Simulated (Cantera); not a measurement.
A perfectly stirred reactor is fed with NO : N2 = 1 : 0.92 (molar parts), at 0.0207 atm; it is held at 2223 K, and followed from long to short residence time.

Model: GRI-Mech 3.0 (53 species, 325 reactions), integrated in Cantera. Radical loss at walls, strong at low pressure, is not modelled.

Problem. What does this change do: temperature 2223 to 2200 K?

Solution. 
| quantity | before | after |
|---|---|---|
| x(NO) at τ = 20.0 s | 0.0357 | 0.0398 |
| x(N2O) at τ = 20.0 s | 3.24e-7 | 3.90e-7 |
| x(NO2) at τ = 20.0 s | 6.81e-6 | 7.79e-6 |
| x(O) at τ = 20.0 s | 0.0104 | 0.00899 |
| x(N2) at τ = 20.0 s | 0.718 | 0.716 |
| x(NO) at τ = 0.210 s | 0.448 | 0.464 |
| x(N2O) at τ = 0.210 s | 6.35e-5 | 7.03e-5 |
| x(NO2) at τ = 0.210 s | 3.18e-5 | 3.00e-5 |
| x(O) at τ = 0.210 s | 0.00419 | 0.00337 |
| x(N2) at τ = 0.210 s | 0.514 | 0.506 |
